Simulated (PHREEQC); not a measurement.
1 kg of water holding 0.017 mol/kgw NaHCO3, 0.41 mol/kgw KCl and 0.27 mol/kgw Na2SO4 is evaporated at 25 °C; the solids stay in contact with the brine. CO2 from the air is kept out. The run lets Arcanite, Burkeite, Glaserite, Halite, Kalicinite, Mirabilite, Misenite, Nahcolite, Natron, Sylvite, Thenardite, Trona precipitate or redissolve, and no other solid.

The series has 28 steps of water left (kg), from 1 to 0.005008.

All values are PHREEQC results (Pitzer model, pitzer.dat), not measurements.

Task: Which solids form, in which order, and at which step of the series does each first stand?

Result: Glaserite from water left = 0.2533 kg (pH 7.56); Halite from water left = 0.06418 kg (pH 7.19); Nahcolite from water left = 0.06418 kg (pH 7.19).

Species that the database lacks are ignored.
